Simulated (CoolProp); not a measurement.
Aqueous magnesium chloride as a coolant, at 14 °C, 1 atm.

Model: Melinder's fits for secondary coolants, in CoolProp.

```csv
mass %,freezing point (°C),cp (kJ/(kg K)),conductivity (W/(m K)),Prandtl number,density (kg/m³)
2.7,-1.6,4.024,0.582,?,1022
5.7,-3.5,3.846,?,?,1048
8.6,-6.4,3.678,0.569,10.6,1073
11.5,-10.5,3.515,0.562,12.2,?
14.4,-15.6,3.362,0.554,13.9,?
17.3,-21.7,3.218,0.546,15.4,1151
20.2,-29.3,3.084,0.537,18.3,1179
23.1,-40.0,?,0.527,32.8,1210
```

Some entries are withheld; supply them.


- 2.7, Prandtl number: 9.29
- 5.7, conductivity (W/(m K)): 0.576
- 5.7, Prandtl number: 9.64
- 11.5, density (kg/m³): 1099
- 14.4, density (kg/m³): 1125
- 23.1, cp (kJ/(kg K)): 2.955
